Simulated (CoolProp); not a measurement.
Values from CoolProp's reference Helmholtz-energy equation of state, Thol 2017.

Problem. For octamethyltrisiloxane (MDM), give the phase and the Z, cp (kJ/(kg K)), cv (kJ/(kg K)), isothermal compressibility (1/MPa) at 333.6 K and 5.76 bar; 401.8 K and 5.76 bar.

Solution. 
- 333.6 K and 5.76 bar: liquid; Z 0.0630, cp 1.87, cv 1.55, isothermal compressibility 0.00239
- 401.8 K and 5.76 bar: liquid; Z 0.0578, cp 2.04, cv 1.73, isothermal compressibility 0.00489
